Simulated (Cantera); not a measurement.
A closed system holds: 1 mol Ta₂O₅, 89 mol H₂, 0.064 mol H₂O, held at 0.100 bar.

Method: chemical equilibrium by Gibbs-energy minimisation in Cantera with the NASA 1993 tables (ideal gas, pure condensed phases). Candidate condensed phases: H₂O, Ta, Ta₂O₅; 12 gas species. Mutual solubility and eutectic melting of coexisting phases are not modelled. Condensed phases not in the tables: N, O or C dissolved in the metal. Equilibrium is a limit: real reactors are often held back by kinetics, nucleation or transport.

x: gas mole fraction; n: condensed amount in mol.

```tsv
T (K)	x H₂	x H	x H₂O	x TaO₂	n Ta₂O₅(s)	n Ta(s)	n Ta₂O₅(l)
973	0.999	?	0.000719	<1e-12	1.00	0	0
1073	0.999	?	0.000719	<1e-12	1.00	0	0
1173	0.999	?	0.000719	<1e-12	1.00	0	0
1273	0.999	?	0.000719	<1e-12	1.00	0	0
1373	0.999	?	0.000719	<1e-12	1.00	0	0
1473	0.999	?	0.000719	1.13e-11	1.00	0	0
1573	0.999	?	0.000719	3.60e-10	1.00	0	0
1673	0.999	?	0.000718	7.46e-9	1.00	0	0
1773	0.998	?	0.000718	1.08e-7	1.000	0	0
1873	0.997	?	0.00101	9.87e-7	0.995	0.0103	0
1973	0.994	?	0.00161	6.53e-6	0.984	0.0319	0
2073	0.989	?	0.00244	3.50e-5	0	0.0607	0.968
```

### Question
Some entries are withheld; supply them.

### Answer

- 973, x H: 3.42e-9
- 1073, x H: 4.43e-8
- 1173, x H: 3.73e-7
- 1273, x H: 2.25e-6
- 1373, x H: 1.05e-5
- 1473, x H: 4.00e-5
- 1573, x H: 0.000129
- 1673, x H: 0.000360
- 1773, x H: 0.000899
- 1873, x H: 0.00204
- 1973, x H: 0.00425
- 2073, x H: 0.00827
